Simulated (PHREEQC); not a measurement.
Make-up at 50 °C: 0.16 mol/kgw CuCl2, 0.25 mol/kgw H2SO4 and 0.0069 mol/kgw H3BO3. Closed to the air; pH follows from the charge balance.

All values are PHREEQC results (ion-association model, phreeqc.dat), not measurements.

The ionic strength comes out as 0.641 mol/kgw. What activity coefficients do CuCl3-, CuCl+, H+, Cl-, Cu+2 get?

CuCl3- 0.62, CuCl+ 0.62, H+ 0.75, Cl- 0.62, Cu+2 0.22.

This is a speciation only: nothing precipitates in the calculation. Away from 25 °C the constants follow the database's enthalpies or fits; those with neither stay at their 25 °C values.
